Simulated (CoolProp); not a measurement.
Model: reference Helmholtz-energy equation of state, Outcalt 1996, in CoolProp. It is a modified Benedict-Webb-Rubin equation, recast in Helmholtz form.

### Question
For R152A, give the phase and the Joule-Thomson coefficient (K/MPa) at 349.8 K and 0.0205 MPa; 223.4 K and 0.305 MPa; 403.8 K and 0.018 MPa.

### Answer
- 349.8 K and 0.0205 MPa: gas; Joule-Thomson coefficient 16.1
- 223.4 K and 0.305 MPa: liquid; Joule-Thomson coefficient -0.352
- 403.8 K and 0.018 MPa: gas; Joule-Thomson coefficient 10.2
